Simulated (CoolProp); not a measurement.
Properties of vinyl chloride at several states (Tc = 151.9 °C, pc = 5600 kPa, ω = 0.160).

Values from CoolProp's reference Helmholtz-energy equation of state, Thol 2022.

```
T (°C)   p (kPa)   phase  cp (kJ/(kg K))  speed of sound (m/s)  Joule-Thomson coefficient (K/MPa)  isothermal compressibility (1/MPa)
-------  -------  ------  --------------  --------------------  ---------------------------------  ----------------------------------
35.15       28.7     gas          0.8821                 219.2                              23.75                               35.00
-17.05       320  liquid           1.478                  1073                            -0.3717                            0.001472
136.45      4250     gas           2.796                 169.6                              17.87                              0.6462
-115.85     2490  liquid           1.618                  1575                            -0.3954                           0.0005819
-30.65      20.3     gas          0.7567                 197.1                              50.47                               49.62
```
